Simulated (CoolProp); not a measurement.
Computed with CoolProp (reference Helmholtz-energy equation of state, Thol 2018).

Question: For hydrogen chloride, give the phase and the Z, cv (kJ/(kg K)), isothermal compressibility (1/MPa), expansivity (1/kK) at 319.8 K and 12 MPa; 405.4 K and 12 MPa.

Answer: 
- 319.8 K and 12 MPa: liquid; Z 0.217, cv 0.887, isothermal compressibility 0.0187, expansivity 8.79
- 405.4 K and 12 MPa: supercritical; Z 0.733, cv 0.708, isothermal compressibility 0.112, expansivity 6.26
